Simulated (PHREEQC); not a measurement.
Make-up at 25 °C: 0.083 mol/kgw HF, 0.0031 mol/kgw (NH4)2SiF6 and 0.0003 mol/kgw H2SO4. Closed to the air; pH follows from the charge balance.

All values are PHREEQC results (ion-association model, phreeqc.dat), not measurements.

This is a speciation only: nothing precipitates in the calculation.

Order these F species by the share of F that they hold, largest first: F-, HF, SiF6-2, HF2-.

HF (71 %), SiF6-2 (18 %), F- (6.7 %), HF2- (3.7 %)

Order these S species by the share of S that they hold, largest first: SO4-2, NH4SO4-, HSO4-.

SO4-2 (63 %), HSO4- (34 %), NH4SO4- (2.9 %)

The pH is 2.09 and the ionic strength 0.0187 mol/kgw. SiF6-2 is the database's only silicon fluoride.
